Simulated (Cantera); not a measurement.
Feed: 1 mol PbO, 2 mol O2, 1.5 mol N2, equilibrated at 1150 K and 15.0 Pa.

Equilibrium computed with Cantera from the NASA thermochemical tables; the gas is ideal and each condensed phase is pure. Candidate condensed phases: Pb, PbO, PbO2, Pb3O4; 12 gas species. Equilibrium is a limit: real reactors are often held back by kinetics, nucleation or transport.

Base state: O2 0.483, N2 0.361, PbO 0.152, Pb 0.00405, NO 0.000135 (mole fractions); condensed: PbO(yellow).

What changes in the equilibrium state with this change: pressure from 15.0 Pa to 0.220 bar?


```
species             before     after
----------------  --------  --------
O2                   0.483     0.571
N2                   0.361     0.428
NO                0.000135  0.000160
PbO                  0.152  0.000103
Pb                 0.00405   6.64e-8
PbO(yellow), mol     0.352     1.000
```
